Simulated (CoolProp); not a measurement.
Carbon monoxide along the isotherm 85.2 K: Z from the reference equation and from simpler models built on Tc = 132.9 K, pc = 3498 kPa, ω = 0.050; each cubic takes its own stable root.

Computed with CoolProp (reference Helmholtz-energy equation of state, Lemmon 2006). It is a short technical equation, of lower accuracy than the large ones.

| p (kPa) | phase | reference | van der Waals | Redlich-Kwong | Soave-Redlich-Kwong | Peng-Robinson |
|---|---|---|---|---|---|---|
| 656 | liquid | (withheld) | 0.04876 | (withheld) | (withheld) | 0.02958 |
| 1310 | liquid | 0.06636 | 0.09681 | 0.06628 | (withheld) | (withheld) |
| 1970 | liquid | 0.09956 | 0.1448 | 0.09938 | 0.09979 | 0.08838 |
| 2620 | liquid | 0.1321 | 0.1916 | 0.1318 | 0.1323 | 0.1172 |
| 3280 | liquid | 0.1651 | 0.2387 | 0.1646 | 0.1652 | 0.1464 |
| 3940 | liquid | (withheld) | 0.2854 | 0.1972 | (withheld) | (withheld) |
| 4590 | liquid | 0.2300 | 0.3310 | 0.2291 | 0.2300 | 0.2039 |
| 5250 | liquid | 0.2626 | 0.3771 | 0.2614 | 0.2623 | 0.2327 |

Task: Some entries are withheld; supply them.

Result: 
- 656, reference: 0.03330
- 656, Redlich-Kwong: 0.03329
- 656, Soave-Redlich-Kwong: 0.03343
- 1310, Soave-Redlich-Kwong: 0.06656
- 1310, Peng-Robinson: 0.05892
- 3940, reference: 0.1978
- 3940, Soave-Redlich-Kwong: 0.1979
- 3940, Peng-Robinson: 0.1755
